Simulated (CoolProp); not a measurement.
CH3F (R41) along the isobar 2.96 MPa: Z from the reference equation and from simpler models built on Tc = 317.3 K, pc = 5.906 MPa, ω = 0.200; each cubic takes its own stable root.

Model: reference Helmholtz-energy equation of state, Lemmon 2006, in CoolProp. It is a short technical equation, of lower accuracy than the large ones.

```
T (K)   phase  reference
-----  ------  ---------
158.4  liquid    0.08002
167.1  liquid    0.07718
175.7  liquid    0.07471
184.3  liquid    0.07255
192.9  liquid    0.07066
201.5  liquid    0.06902
210.1  liquid    0.06762
218.8  liquid    0.06643
227.4  liquid    0.06548
236    liquid    0.06475
244.6  liquid    0.06426
253.2  liquid    0.06403
261.8  liquid    0.06411
270.4  liquid    0.06459
279.1  liquid    0.06563
```

Question: How far does each simpler model (van der Waals, Redlich-Kwong, Soave-Redlich-Kwong, Peng-Robinson) lie from the reference over these 15 states: mean and median of the absolute difference, and the worst?

Answer: 
- van der Waals: mean 210.4 %, median 88.4 %, worst +1021.1 % at 279.1 K and 2.96 MPa
- Redlich-Kwong: mean 30.7 %, median 29.5 %, worst +37.8 % at 279.1 K and 2.96 MPa
- Soave-Redlich-Kwong: mean 27.2 %, median 26.4 %, worst +31.8 % at 279.1 K and 2.96 MPa
- Peng-Robinson: mean 12.5 %, median 12.0 %, worst +16.3 % at 279.1 K and 2.96 MPa

At some of these states van der Waals gives the other phase, because its saturation line lies elsewhere.
